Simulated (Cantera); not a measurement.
Equilibrium for carbothermic reduction: Fe₃O₄ + CH₄ + CO

A closed system holds: 1 mol Fe₃O₄, 0.39 mol CH₄, 0.023 mol CO, equilibrated at 1.65 Torr.

These are equilibrium values from Cantera (NASA tables, ideal gas, pure condensed phases), not measurements of a reactor. Candidate condensed phases: C, C₆H₆, C₇H₈, C₈H₁₈, Fe, Fe(CO)₅, FeO, Fe(OH)₂, Fe(OH)₃, Fe₂O₃, Fe₃O₄, H₂O; 114 gas species. The tables' stoichiometric FeO is somewhat more stable than real wüstite, so its field is too wide. FeO: taken at fixed stoichiometry. Kinetics and transport are ignored.

| T (K) | log p Fe | log p H₂O | log p H₂ | log p CO | log p O₂ | log p CO₂ | log p FeO | log p O | log p H | log p OH | n FeO(l) |
|---|---|---|---|---|---|---|---|---|---|---|---|
| 1775 | -5.25 | -3.05 | -3.27 | -3.28 | -8.30 | -3.63 | -6.99 | -8.17 | -5.17 | -6.16 | 3.00 |
| 1825 | -4.95 | -3.05 | -3.28 | -3.28 | -7.87 | -3.64 | -6.62 | -7.75 | -5.00 | -5.92 | 2.99 |
| 1875 | -4.68 | -3.04 | -3.29 | -3.28 | -7.46 | -3.65 | -6.27 | -7.35 | -4.83 | -5.69 | 2.99 |
| 1925 | -4.42 | -3.04 | -3.31 | -3.29 | -7.05 | -3.65 | -5.93 | -6.96 | -4.68 | -5.47 | 2.98 |
| 1975 | -4.20 | -3.04 | -3.34 | -3.30 | -6.64 | -3.64 | -5.62 | -6.58 | -4.54 | -5.25 | 2.96 |
| 2025 | -3.99 | -3.04 | -3.39 | -3.31 | -6.22 | -3.64 | -5.32 | -6.20 | -4.41 | -5.04 | 2.94 |
| 2075 | -3.82 | -3.04 | -3.44 | -3.34 | -5.79 | -3.62 | -5.04 | -5.83 | -4.30 | -4.83 | 2.90 |
| 2125 | -3.67 | -3.04 | -3.52 | -3.38 | -5.35 | -3.60 | -4.77 | -5.46 | -4.20 | -4.63 | 2.86 |
| 2175 | -3.54 | -3.06 | -3.62 | -3.44 | -4.90 | -3.59 | -4.51 | -5.09 | -4.12 | -4.43 | 2.79 |
| 2225 | -3.42 | -3.09 | -3.73 | -3.51 | -4.46 | -3.59 | -4.27 | -4.73 | -4.06 | -4.25 | 2.68 |
| 2275 | -3.30 | -3.16 | -3.88 | -3.61 | -4.06 | -3.63 | -4.03 | -4.40 | -4.01 | -4.10 | 2.49 |
| 2325 | -3.16 | -3.33 | -4.09 | -3.77 | -3.72 | -3.76 | -3.81 | -4.10 | -4.00 | -4.02 | 1.98 |
| 2375 | -3.03 | -3.72 | -4.49 | -4.09 | -3.47 | -4.09 | -3.63 | -3.85 | -4.10 | -4.08 | 0 |
| 2425 | -3.03 | -3.80 | -4.45 | -4.05 | -3.47 | -4.18 | -3.71 | -3.74 | -3.97 | -4.04 | 0 |
log p: log10 of the partial pressure in bar; n: condensed amount in mol.

From 1775 K to 2325 K the condensed part is FeO(l). From 2375 K to 2425 K nothing is condensed. The main Fe-bearing gas is Fe throughout.
